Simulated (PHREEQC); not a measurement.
A made-up water analysis in mg/L, 40 °C, pH 8.26, pe 9: Na 2830; K 720; Ca 167; Mg 284; Cl 5350; S(6) as SO4 1050; Alkalinity as HCO3 4.49; Si as SiO2 45.7.

Valence states are taken as typed.

The numbers come from PHREEQC with the ion-association model, phreeqc.dat.

```json
{
  "ionic_strength": "0.188 mol/kgw",
  "specific_conductance": "22800 µS/cm",
  "density": "1.000 g/cm³",
  "charge_balance_error": "0.1 %"
}
```

```json
[
 {"species": "Cl-", "molality": "0.152", "activity": "0.109", "log γ": "-0.146"},
 {"species": "Na+", "molality": "0.123", "activity": "0.0916", "log γ": "-0.128"},
 {"species": "K+", "molality": "0.0183", "activity": "0.0130", "log γ": "-0.149"},
 {"species": "Mg+2", "molality": "0.00968", "activity": "0.00328", "log γ": "-0.471"},
 {"species": "SO4-2", "molality": "0.00683", "activity": "0.00198", "log γ": "-0.537"},
 {"species": "Ca+2", "molality": "0.00376", "activity": "0.00119", "log γ": "-0.498"},
 {"species": "MgSO4", "molality": "0.00211", "activity": "0.00220", "log γ": "0.019"},
 {"species": "NaSO4-", "molality": "0.00134", "activity": "0.000998", "log γ": "-0.128"},
 {"species": "H4SiO4", "molality": "0.000723", "activity": "0.000755", "log γ": "0.019"},
 {"species": "CaSO4", "molality": "0.000449", "activity": "0.000469", "log γ": "0.019"},
 {"species": "KSO4-", "molality": "0.000312", "activity": "0.000233", "log γ": "-0.128"},
 {"species": "H3SiO4-", "molality": "4.54e-5", "activity": "3.26e-5", "log γ": "-0.144"}
]
```

No solid was allowed to form. The solution is supersaturated, for example in Quartz (slow to form), Chalcedony (slow to form), so a real one may precipitate; this is no full list. Away from 25 °C the constants follow the database's enthalpies or fits; those with neither stay at their 25 °C values.
